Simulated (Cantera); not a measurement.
A perfectly stirred reactor is fed with H2 : O2 : N2 = 0.42 : 1 : 6.1 (molar parts), at 323 Torr; it is held at 1350 K, and followed from long to short residence time.

Detailed kinetics in Cantera: the H2/O2 subset of GRI-Mech 3.0, which has no nitrogen chemistry. The temperature is held fixed by assumption; the heat of reaction is taken as removed at once.

Question: Predict: x(H2) at τ = 15.0 s; x(O2) at τ = 15.0 s; x(O) at τ = 15.0 s; x(OH) at τ = 15.0 s; x(H2O2) at τ = 15.0 s; x(H2) at τ = 56.0 ms; x(O2) at τ = 56.0 ms; x(O) at τ = 56.0 ms; x(OH) at τ = 56.0 ms; x(H2O2) at τ = 56.0 ms.

Answer: 
```
Property                   Value
----------------------  --------
x(H2) at τ = 15.0 s      5.63e-6
x(O2) at τ = 15.0 s        0.108
x(O) at τ = 15.0 s       7.52e-6
x(OH) at τ = 15.0 s      8.55e-5
x(H2O2) at τ = 15.0 s    2.25e-8
x(H2) at τ = 56.0 ms    0.000217
x(O2) at τ = 56.0 ms       0.108
x(O) at τ = 56.0 ms     0.000322
x(OH) at τ = 56.0 ms    0.000550
x(H2O2) at τ = 56.0 ms   3.03e-7
```
